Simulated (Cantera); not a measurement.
Input (Python, Cantera):

```python
import numpy as np
import cantera as ct

gas = ct.Solution("gri30.yaml", transport_model="multicomponent")
show = ['NH3', 'H', 'H2']

rows = []
print(f"{'T/K':>7s}{'rho':>11s}{'cp':>10s}{'mu':>11s}{'lambda':>11s}{'Pr':>7s}" + "".join(f"{'D_' + s:>11s}" for s in show))
for T in [400, 550, 700, 850, 1000, 1150, 1300, 1450, 1600]:
    gas.TPX = T, 13000, {'N2': 0.27, 'CO': 0.32, 'NH3': 0.89, 'C2H4': 0.34}
    Pr = gas.cp_mass * gas.viscosity / gas.thermal_conductivity
    D = [gas.mix_diff_coeffs_mole[gas.species_index(s)] for s in show]
    rows.append([gas.density, gas.cp_mass, gas.viscosity, gas.thermal_conductivity, Pr, *D])
    print(f"{T:7g}{gas.density:11.4e}{gas.cp_mass:10.1f}{gas.viscosity:11.4e}"
          f"{gas.thermal_conductivity:11.4e}{Pr:7.3f}" + "".join(f"{d:11.4e}" for d in D))
print("SI units: kg/m3, J/kg/K, Pa s, W/m/K, m2/s")
```

It prints:

```
    T/K        rho        cp         mu     lambda     Pr      D_NH3        D_H       D_H2
    400 8.8535e-02    1688.7 1.6386e-05 3.8938e-02  0.711 2.6137e-04 1.5050e-03 9.7313e-04
    550 6.4389e-02    1923.0 2.1642e-05 5.8439e-02  0.712 4.7626e-04 2.6809e-03 1.6841e-03
    700 5.0592e-02    2132.9 2.6467e-05 7.9059e-02  0.714 7.3998e-04 4.1045e-03 2.5358e-03
    850 4.1664e-02    2306.2 3.0929e-05 9.9729e-02  0.715 1.0471e-03 5.7509e-03 3.5161e-03
   1000 3.5414e-02    2468.6 3.5090e-05 1.2091e-01  0.716 1.3939e-03 7.6024e-03 4.6160e-03
   1150 3.0795e-02    2600.8 3.9000e-05 1.4146e-01  0.717 1.7774e-03 9.6459e-03 5.8290e-03
   1300 2.7242e-02    2715.0 4.2698e-05 1.6161e-01  0.717 2.1956e-03 1.1871e-02 7.1495e-03
   1450 2.4424e-02    2813.4 4.6218e-05 1.8124e-01  0.717 2.6465e-03 1.4270e-02 8.5730e-03
   1600 2.2134e-02    2897.8 4.9582e-05 2.0028e-01  0.717 3.1290e-03 1.6835e-02 1.0096e-02
SI units: kg/m3, J/kg/K, Pa s, W/m/K, m2/s
```

Detailed kinetics in Cantera: GRI-Mech 3.0 (53 species, 325 reactions). Polar gases are described roughly by these parameters. The composition is frozen, though it would react at the higher temperatures.
